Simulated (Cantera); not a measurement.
Hydrocarbon pyrolysis for carbon deposition

An isothermal, constant-pressure homogeneous reactor starts with C₂H₄ : H₂ = 1 : 20 (molar parts), at 1750 K and 20.0 Torr.

Computed with Cantera and GRI-Mech 3.0 (53 species, 325 reactions). GRI-Mech 3.0 was tuned for natural gas; its chemistry of ethylene as a main component is partial and can be far from experiment. GRI-Mech 3.0 stops at C3 and has no aromatics, soot or wall deposition, so with more carbon than oxygen in the feed, carbon stays in small species such as C2H2 where larger ones or solid carbon would form. Radical loss at walls, strong at low pressure, is not modelled.

```json
[
 {"t (s)": "1.00e-5", "x C₂H₄": "0.0476", "x H₂": "0.952", "x C₂H₂": "2.86e-5", "x H": "8.53e-8", "x C₂H₆": "1.85e-10", "x CH₄": "<1e-12", "x C₂H": "<1e-12"},
 {"t (s)": "3.98e-5", "x C₂H₄": "0.0475", "x H₂": "0.952", "x C₂H₂": "0.000114", "x H": "3.74e-7", "x C₂H₆": "1.44e-9", "x CH₄": "6.44e-11", "x C₂H": "<1e-12"},
 {"t (s)": "0.000158", "x C₂H₄": "0.0471", "x H₂": "0.952", "x C₂H₂": "0.000453", "x H": "1.53e-6", "x C₂H₆": "6.35e-9", "x CH₄": "2.64e-9", "x C₂H": "5.12e-12"},
 {"t (s)": "0.000631", "x C₂H₄": "0.0457", "x H₂": "0.952", "x C₂H₂": "0.00180", "x H": "6.11e-6", "x C₂H₆": "1.96e-8", "x CH₄": "4.73e-8", "x C₂H": "8.14e-11"},
 {"t (s)": "0.00251", "x C₂H₄": "0.0401", "x H₂": "0.953", "x C₂H₂": "0.00713", "x H": "2.36e-5", "x C₂H₆": "4.76e-8", "x CH₄": "5.68e-7", "x C₂H": "1.24e-9"},
 {"t (s)": "0.0100", "x C₂H₄": "0.0215", "x H₂": "0.953", "x C₂H₂": "0.0250", "x H": "6.98e-5", "x C₂H₆": "6.44e-8", "x CH₄": "4.77e-6", "x C₂H": "1.29e-8"},
 {"t (s)": "0.0398", "x C₂H₄": "0.000787", "x H₂": "0.954", "x C₂H₂": "0.0447", "x H": "0.000180", "x C₂H₆": "5.08e-9", "x CH₄": "1.24e-5", "x C₂H": "5.92e-8"},
 {"t (s)": "0.158", "x C₂H₄": "4.15e-5", "x H₂": "0.954", "x C₂H₂": "0.0454", "x H": "0.000744", "x C₂H₆": "5.89e-10", "x CH₄": "1.38e-5", "x C₂H": "2.49e-7"},
 {"t (s)": "0.631", "x C₂H₄": "3.83e-5", "x H₂": "0.953", "x C₂H₂": "0.0454", "x H": "0.00138", "x C₂H₆": "6.19e-10", "x CH₄": "2.71e-5", "x C₂H": "4.62e-7"},
 {"t (s)": "2.51", "x C₂H₄": "3.82e-5", "x H₂": "0.953", "x C₂H₂": "0.0453", "x H": "0.00140", "x C₂H₆": "6.56e-10", "x CH₄": "9.08e-5", "x C₂H": "4.69e-7"},
 {"t (s)": "10.0", "x C₂H₄": "3.81e-5", "x H₂": "0.953", "x C₂H₂": "0.0452", "x H": "0.00140", "x C₂H₆": "1.06e-9", "x CH₄": "0.000293", "x C₂H": "4.68e-7"}
]
```
x: mole fraction; the columns are a selection and need not sum to one.

Equilibrium at this temperature and pressure: C₂H₄ 3.80e-5, H₂ 0.953, C₂H₂ 0.0452, H 0.00140, C₂H₆ 1.64e-9, CH₄ 0.000446, C₂H 4.67e-7 (gas phase only).
